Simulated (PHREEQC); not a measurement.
Make-up at 25 °C: 0.21 mol/kgw HF, 0.0027 mol/kgw NaF, 0.0029 mol/kgw (NH4)2SiF6 and 0.00096 mol/kgw HCl. Closed to the air; pH follows from the charge balance.

Model: ion-association model, wateq4f.dat, run in PHREEQC.

Problem. The ionic strength comes out as 0.0230 mol/kgw. What activity coefficients do SiF6-2, H+, F-, NH4+, Na+ get?

Solution. SiF6-2 0.56, H+ 0.89, F- 0.86, NH4+ 0.86, Na+ 0.86.

No solid was allowed to form. wateq4f.dat counts part of the HF as a dimer, H2F2, which phreeqc.dat doesn't know; its constant is uncertain. SiF6-2 is the database's only silicon fluoride.
